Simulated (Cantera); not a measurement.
Input: 1 mol Fe2O3, 2.5 mol CO, 0.65 mol H2, equilibrated at 1273.15 K and 4.80 bar.

Equilibrium computed with Cantera from the NASA thermochemical tables; the gas is ideal and each condensed phase is pure. Candidate condensed phases: C, C6H6, C7H8, C8H18, Fe, Fe(CO)5, FeO, Fe(OH)2, Fe(OH)3, Fe2O3, Fe3O4, H2O; 114 gas species. The tables' stoichiometric FeO is somewhat more stable than real wüstite, so its field is too wide. FeO: taken at fixed stoichiometry. Equilibrium is a limit: real reactors are often held back by kinetics, nucleation or transport.

Base state: CO 0.560, CO2 0.233, H2 0.122, H2O 0.0842, CH4 3.11e-5 (mole fractions); condensed: FeO(s).

Task: What changes in the equilibrium state with this change: CO from 2.5 to 4.1 mol?

Result: 
```
species       before    after
-----------  -------  -------
CO             0.560    0.692
CO2            0.233    0.171
H2             0.122   0.0971
H2O           0.0842   0.0397
CH4          3.11e-5  4.10e-5
FeO(s), mol     2.00     2.00
```

Task: What changes in the equilibrium state with this change: Fe2O3 replaced by Cu2O?

Result: 
| species | before | after |
|---|---|---|
| CO | 0.560 | 0.560 |
| CO2 | 0.233 | 0.233 |
| H2 | 0.122 | 0.122 |
| H2O | 0.0842 | 0.0842 |
| CH4 | 3.11e-5 | 3.11e-5 |
| FeO(s), mol | 2.00 | 0 |
| Cu(s), mol | 0 | 2.00 |
Further candidate phases: Cu, CuO, Cu(OH)2, Cu2O.
